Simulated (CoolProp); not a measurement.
Computed with CoolProp (reference Helmholtz-energy equation of state, Smukala 2000).

**Question.** For ethylene, give the phase and the cv (kJ/(kg K)), isothermal compressibility (1/MPa) at -89.45 °C and 0.158 MPa; -89.45 °C and 0.945 MPa; -89.45 °C and 1.42 MPa.

**Answer.** 
- -89.45 °C and 0.158 MPa: gas; cv 0.973, isothermal compressibility 6.61
- -89.45 °C and 0.945 MPa: liquid; cv 1.34, isothermal compressibility 0.00229
- -89.45 °C and 1.42 MPa: liquid; cv 1.34, isothermal compressibility 0.00227
